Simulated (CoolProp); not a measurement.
Vapour-liquid equilibrium of CHF3 (R23) (1) + isobutane (2) at 267.8 K; x and y are mole fractions of (1).

Computed with CoolProp (multi-fluid Helmholtz-energy mixture model, Penoncello 2003 and Bücker 2006; pair parameters Bell 2016).

Q: Give the bubble pressure and the first vapour's composition at x = 0.2, 0.65, 0.95. Is there an azeotrope?

A: x = 0.2: 1.093 MPa, y = 0.870; x = 0.65: 1.724 MPa, y = 0.921; x = 0.95: 2.071 MPa, y = 0.977. No azeotrope shows between x = 0.05 and 0.95.

The pair parameters rest on a limited set of measurements; away from them the model extrapolates. With so large a gap from Raoult's law the liquid may split in two, which this calculation doesn't test in full.
